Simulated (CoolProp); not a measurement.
R1132(E) along the isotherm 100.85 °C: Z from the reference equation and from simpler models built on Tc = 75.7 °C, pc = 5174 kPa, ω = 0.245; each cubic takes its own stable root.

The numbers come from the reference Helmholtz-energy equation of state, Akasaka 2024 in CoolProp.

```csv
p (kPa),phase,reference
722,gas,0.9610
1440,gas,0.9203
2170,gas,0.8765
2890,gas,0.8306
3610,gas,0.7813
4330,gas,0.7279
5060,gas,0.6681
5780,supercritical,0.6019
6500,supercritical,0.5260
```

**Question.** How far does each simpler model (Redlich-Kwong, Peng-Robinson) lie from the reference over these 9 states: mean and median of the absolute difference, and the worst?

**Answer.** 
- Redlich-Kwong: mean 0.8 %, median 0.4 %, worst -2.7 % at 100.85 °C and 6500 kPa
- Peng-Robinson: mean 1.4 %, median 1.6 %, worst -2.2 % at 100.85 °C and 5060 kPa
